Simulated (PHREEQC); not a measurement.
1 kg of water holding 0.075 mol/kgw Na2SO4, 0.18 mol/kgw K2SO4 and 0.015 mol/kgw MgSO4 is evaporated at 90 °C; the solids stay in contact with the brine. The system is closed to CO2. The run lets Arcanite, Bloedite, Brucite, Epsomite, Glaserite, Hexahydrite, Kieserite, Leonite, Mirabilite, Misenite, Schoenite, Thenardite precipitate or redissolve, and no other solid.

The series has 24 steps of water left (kg), from 1 to 0.01099.

All values are PHREEQC results (Pitzer model, pitzer.dat), not measurements.

Q: Which solids form, in which order, and at which step of the series does each first stand?

A: Arcanite from water left = 0.1407 kg, last present at water left = 0.0293 kg; Glaserite from water left = 0.06418 kg.

Constants without temperature data keep their 25 °C values here.
